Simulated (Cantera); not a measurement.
A closed system holds: 1 mol SiCl4, 1 mol HCl, 26 mol H2.

These are equilibrium values from Cantera (NASA tables, ideal gas, pure condensed phases), not measurements of a reactor. Candidate condensed phases: Si; 19 gas species. The tables' values for SiCl3 are old estimates. Kinetics and transport are ignored.

### Question
What condenses at these points (T in K, P in Pa): (1323, 20000); (1423, 210); (1223, 460); (1573, 200000); (1473, 460)?

### Answer
| T (K) | P in Pa | condensed phases | Si condensed (%) |
|---|---|---|---|
| 1323 | 20000 | gas only | 0.0 |
| 1423 | 210 | gas only | 0.0 |
| 1223 | 460 | Si | 3.6 |
| 1573 | 200000 | gas only | 0.0 |
| 1473 | 460 | gas only | 0.0 |
